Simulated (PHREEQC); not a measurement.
Alkaline etch or developer

Dissolve 0.0025 mol/kgw KOH and 3.4e-05 mol/kgw Na2SiO3 at 25 °C. Closed to the air; pH follows from the charge balance.

Computed with PHREEQC (Pitzer model, pitzer.dat).

Each row changes one thing in this solution. This is a speciation only: nothing precipitates in the calculation.

| case | pH | H3SiO4- (mol/kgw) | H4SiO4 (mol/kgw) | H2SiO4-2 (mol/kgw) | SI of SiO2(a) (SiO2) |
|---|---|---|---|---|---|
| as made | 11.38 | 3.25e-5 | 8.78e-7 | 6.27e-7 | -3.39 |
| diluted 5-fold with water | 10.69 | 5.97e-6 | 8.07e-7 | 2.15e-8 | -3.43 |
| temperature from 25 to 20 °C | 11.54 | 3.26e-5 | 7.14e-7 | 6.65e-7 | -3.44 |
| temperature from 25 to 70 °C | 10.17 | 2.98e-5 | 3.89e-6 | 3.45e-7 | -3.08 |
| KOH from 0.0025 to 0.005 mol/kgw | 11.66 | 3.23e-5 | 4.38e-7 | 1.30e-6 | -3.70 |
| temperature from 25 to 50 °C | 10.64 | 3.14e-5 | 2.18e-6 | 4.59e-7 | -3.20 |
| diluted 2-fold with water | 11.08 | 1.60e-5 | 8.65e-7 | 1.49e-7 | -3.40 |
| diluted 10-fold with water | 10.39 | 2.67e-6 | 7.22e-7 | 4.75e-9 | -3.48 |

At this temperature some constants are extrapolated from 25 °C, and those without enthalpy data are left unchanged.
